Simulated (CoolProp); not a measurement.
A Linde-Hampson liquefier for carbon monoxide: isothermal reversible compression at 250 K from 1 atm to 25 MPa, throttling to 1 atm, return gas leaving the recuperator 5 K below the feed. Each further row changes one setting.

Model: reference Helmholtz-energy equation of state, Lemmon 2006, in CoolProp. It is a short technical equation, of lower accuracy than the large ones.

```
case                        liquid yield per pass  compression work (kJ/kg of gas)
--------------------------  ---------------------  -------------------------------
as stated                                     [?]                              400
high pressure 50 MPa                        0.155                              461
warm-end temperature 280 K                  0.105                              [?]
warm-end gap 10 K                             [?]                              400
```

Problem. Complete the blanks.

Solution. 
- as stated, liquid yield per pass: 0.147
- warm-end temperature 280 K, compression work (kJ/kg of gas): 455
- warm-end gap 10 K, liquid yield per pass: 0.136
